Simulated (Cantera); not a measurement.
An adiabatic, constant-pressure homogeneous reactor starts with 14.5 % CH4, 16.1 % O2, 60.8 % N2, 8.58 % H2O, at 1550 K and 19.0 bar.

Cantera simulation using GRI-Mech 3.0 (53 species, 325 reactions); the numbers are that mechanism's predictions, not measurements. The pressure lies above the range GRI-Mech 3.0 was tuned for (to about 10 atm).

Problem. Predict: time of steepest temperature rise; temperature at 0.800 s; equilibrium temperature; x(O2) at 0.800 s; x(H2O) at 0.800 s; x(N2O) at 0.800 s; x(CH2O) at 0.800 s; x(CO2) at 0.800 s.

Solution. 
```
Quantity                                                            Result
---------------------------------  ---------------------------------------
time of steepest temperature rise                                 0.104 ms
temperature at 0.800 s                                              2609 K
equilibrium temperature                                             2609 K
x(O2) at 0.800 s                   1.39e-5 (gas-phase equilibrium 1.39e-5)
x(H2O) at 0.800 s                      0.205 (gas-phase equilibrium 0.205)
x(N2O) at 0.800 s                  3.72e-8 (gas-phase equilibrium 3.72e-8)
x(CH2O) at 0.800 s                 9.78e-8 (gas-phase equilibrium 9.78e-8)
x(CO2) at 0.800 s                    0.0259 (gas-phase equilibrium 0.0259)
```
